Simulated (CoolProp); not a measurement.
c-C4F8 (RC318) along the isotherm 158.45 °C: Z from the reference equation and from simpler models built on Tc = 115.2 °C, pc = 27.78 bar, ω = 0.355; each cubic takes its own stable root.

Model: reference Helmholtz-energy equation of state, Platzer 1990, in CoolProp. This equation is an older, rougher fit; its heat capacities, sound speeds and derivatives of the liquid may be far off and weren't checked against measurements.

| p (bar) | phase | reference | Redlich-Kwong | Soave-Redlich-Kwong |
|---|---|---|---|---|
| 25.3 | gas | 0.7614 | 0.7363 | 0.7658 |
| 50.5 | supercritical | 0.4792 | (withheld) | 0.5281 |
| 75.8 | supercritical | (withheld) | 0.4912 | 0.5333 |
| 101 | supercritical | 0.5607 | 0.5775 | (withheld) |
| 126 | supercritical | 0.6540 | 0.6678 | 0.6966 |
| 152 | supercritical | 0.7524 | 0.7616 | 0.7881 |
| 177 | supercritical | (withheld) | (withheld) | 0.8759 |
| 202 | supercritical | 0.9398 | 0.9389 | 0.9629 |
| 227 | supercritical | (withheld) | 1.026 | 1.049 |
| 253 | supercritical | (withheld) | 1.115 | 1.138 |
| 278 | supercritical | 1.217 | 1.200 | 1.222 |

Q: Some entries are withheld; supply them.

A: 
- 50.5, Redlich-Kwong: 0.4513
- 75.8, reference: 0.4764
- 101, Soave-Redlich-Kwong: 0.6103
- 177, reference: 0.8465
- 177, Redlich-Kwong: 0.8508
- 227, reference: 1.032
- 253, reference: 1.127
